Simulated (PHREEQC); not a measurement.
Reverse-osmosis permeate

Synthetic water in mg/L, 25 °C, pH 6.94, pe 12.9:

```json
[
 {"constituent": "Na", "mg/L": "0.895"},
 {"constituent": "K", "mg/L": "0.0224"},
 {"constituent": "Ca", "mg/L": "1.05"},
 {"constituent": "Mg", "mg/L": "1.07"},
 {"constituent": "Cl", "mg/L": "2.31"},
 {"constituent": "S(6) as SO4", "mg/L": "1.46"},
 {"constituent": "Alkalinity as HCO3", "mg/L": "5.51"},
 {"constituent": "Cu(2)", "mg/L": "0.0151"}
]
```

Valence states are taken as typed.

Model: ion-association model, phreeqc.dat, run in PHREEQC.

This is a speciation only: nothing precipitates in the calculation.

Question: What charge-balance error does the model give?

Answer: charge-balance error -1.5 %.

Question: In which forms is C present?

Answer: HCO3- 80 %, CO2 20 % of the C.

Species that the database lacks are ignored. The database's constant for dissolved Cu(OH)2 is higher than later reviews accept.
